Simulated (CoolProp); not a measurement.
Vapour-liquid equilibrium of CHF3 (R23) (1) + R11 (2) at -43.25 °C; x and y are mole fractions of (1).

Model: multi-fluid Helmholtz-energy mixture model, Penoncello 2003 and Jacobsen 1992; pair parameters Bell 2016, in CoolProp.

Give the bubble pressure and the first vapour's composition at x = 0.15, 0.85, 0.95. Is there an azeotrope?

x = 0.15: 0.2912 MPa, y = 0.986; x = 0.85: 0.5541 MPa, y = 0.994; x = 0.95: 0.5948 MPa, y = 0.997. No azeotrope shows between x = 0.05 and 0.95.

The pair parameters rest on a limited set of measurements; away from them the model extrapolates. With so large a gap from Raoult's law the liquid may split in two, which this calculation doesn't test in full.
